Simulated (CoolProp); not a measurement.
Properties of o-xylene along the isobar 1.82 MPa.

The numbers come from the reference Helmholtz-energy equation of state, Zhou 2012 in CoolProp.

| T (°C) | phase | density (kg/m³) | cp (kJ/(kg K)) | Joule-Thomson coefficient (K/MPa) | isothermal compressibility (1/MPa) | conductivity (mW/(m K)) |
|---|---|---|---|---|---|---|
| 95.75 | liquid | 816.7 | 1.995 | -0.3684 | 0.001303 | 113 |
| 116.65 | liquid | 797.9 | 2.069 | -0.3363 | 0.001538 | 108 |
| 137.55 | liquid | 778.6 | 2.145 | -0.3011 | 0.001837 | 103 |
| 158.55 | liquid | 758.4 | 2.223 | -0.2613 | ? | 98.4 |
| 179.45 | liquid | 737.3 | 2.302 | -0.2152 | 0.002740 | 93.9 |
| 200.35 | liquid | 715.0 | ? | -0.1591 | 0.003444 | 89.7 |
| 221.25 | liquid | 691.2 | 2.472 | -0.08743 | 0.004453 | 85.9 |
| 242.25 | liquid | 665.0 | 2.568 | 0.01105 | 0.005999 | 82.4 |
| 263.15 | liquid | 635.7 | 2.681 | 0.1580 | 0.008578 | 79.5 |
| 284.05 | liquid | 601.1 | 2.832 | 0.4120 | 0.01365 | 77.0 |
| 304.95 | gas | 59.07 | 2.731 | 17.90 | 0.9463 | 43.6 |
| 325.95 | gas | 52.58 | 2.576 | 13.28 | 0.8068 | 44.7 |
| 346.85 | gas | 48.22 | 2.525 | 10.64 | 0.7401 | ? |

Problem. Some entries are withheld; supply them.

Solution. 
- 158.55, isothermal compressibility (1/MPa): 0.002226
- 200.35, cp (kJ/(kg K)): 2.385
- 346.85, conductivity (mW/(m K)): 46.3

Thermal conductivity comes from a separate model (Mylona 2014).
